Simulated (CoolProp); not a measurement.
Vapour-liquid equilibrium of n-hexane (1) + dimethyl carbonate (2) at 375.8 K; x and y are mole fractions of (1).

Values from CoolProp's multi-fluid Helmholtz-energy mixture model, Thol 2019 and Zhou 2011; pair parameters Bell 2016.

Problem. Give the bubble pressure and the first vapour's composition at x = 0.2, 0.425, 0.65. Is there an azeotrope?

Solution. x = 0.2: 0.2457 MPa, y = 0.473; x = 0.425: 0.2780 MPa, y = 0.594; x = 0.65: 0.2894 MPa, y = 0.683. y crosses x between x = 0.65 and 0.725: the model has an azeotrope there.

Pair parameters are fitted to limited data, so mixtures are less certain than the pure fluids.
